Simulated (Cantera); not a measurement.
A closed system holds: 1 mol Si, a varied amount of HF, 0.62 mol N₂, held at 902 °C and 320 Pa.

These are equilibrium values from Cantera (NASA tables, ideal gas, pure condensed phases), not measurements of a reactor. Candidate condensed phases: Si, Si₃N₄; 37 gas species. N₂ is the only nitrogen source here; it is nearly inert below about 1500 K, so the nitride shown seldom forms there in practice. Kinetics and transport are ignored.

Problem. Which condensed phases are stable at each of these points (n(HF) (mol)): 2.3, 3, 3.6, 4.2, 4.9, 5.5, 6.2, 6.8, 7.5, 8.1, 8.7, 9.4, 10?

Solution. 
```tsv
n(HF) (mol)	condensed phases	Si condensed (%)
2.3	Si₃N₄(s)	42.5
3	Si₃N₄(s)	25.0
3.6	Si₃N₄(s)	10.0
4.2	gas only	0.0
4.9	gas only	0.0
5.5	gas only	0.0
6.2	gas only	0.0
6.8	gas only	0.0
7.5	gas only	0.0
8.1	gas only	0.0
8.7	gas only	0.0
9.4	gas only	0.0
10	gas only	0.0
```

From 2.3 mol HF to 3.6 mol HF the condensed part is Si₃N₄(s). From 4.2 mol HF to 10 mol HF nothing is condensed.
